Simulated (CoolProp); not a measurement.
Computed with CoolProp (reference Helmholtz-energy equation of state, Lemmon 2006). It is a short technical equation, of lower accuracy than the large ones.

Give the vapour pressure (bar), vapour density (kg/m³), enthalpy of vaporisation (kJ/kg) of saturated carbonyl sulfide at 4.85 °C.


```tsv
T (°C)	p (bar)	vapour density (kg/m³)	enthalpy of vaporisation (kJ/kg)
4.85	7.49	22.0	266
```
